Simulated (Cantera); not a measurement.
Cantera run:

```python
import numpy as np
import cantera as ct

gas_names = """
    H H2 N NH NH2 NH3 N2 N2H2 N2H4 Ni
""".split()
cond_names = """
    Ni(cr) Ni(L)
""".split()


# ... load() reads the species with a 1 bar reference pressure and builds the phases ...
atoms = {
    'Ni': {'Ni': 1},
    'NH3': {'N': 1, 'H': 3},
    'N2': {'N': 2},
}
top_T = {}  # K; cautious upper limits of use, not melting points


# ... equilibrate(T, P, feed) seeds the gas with the atoms and calls Mixture.equilibrate('TP', solver="vcs", rtol=1e-11, max_steps=5000) ...
results = []
feed = {'Ni': 1, 'NH3': 0.23, 'N2': 57}  # mol
T = 1098  # K
P = 100000  # Pa
mix = equilibrate(T, P, feed)
results.append((T, P, feed, dict(zip(mix.species_names, mix.species_moles))))
print(gas.report(threshold=0.001))
for i in range(1, mix.n_phases):
    print(f"{mix.phase(i).name:16s} {mix.phase_moles(i):12.5e} mol")
```

It prints:

```
       temperature   1098 K
          pressure   1e+05 Pa
           density   0.30515 kg/m^3
  mean mol. weight   27.858 kg/kmol
   phase of matter   gas

                          1 kg             1 kmol
                     ---------------   ---------------
          enthalpy        8.8613e+05        2.4686e+07  J
   internal energy        5.5842e+05        1.5556e+07  J
           entropy            8298.7        2.3119e+05  J/K
    Gibbs function       -8.2259e+06       -2.2916e+08  J
 heat capacity c_p            1190.2             33158  J/K
 heat capacity c_v            891.79             24843  J/K

                      mass frac. Y      mole frac. X     chem. pot. / RT
                     ---------------   ---------------   ---------------
                H2        0.00043449          0.006004           -22.858
                N2           0.99957             0.994           -25.115
     [   +8 minor]        9.1174e-08        1.5094e-07

Ni(cr)            1.00000e+00 mol
```

Method: chemical equilibrium by Gibbs-energy minimisation in Cantera with the NASA 1993 tables (ideal gas, pure condensed phases).
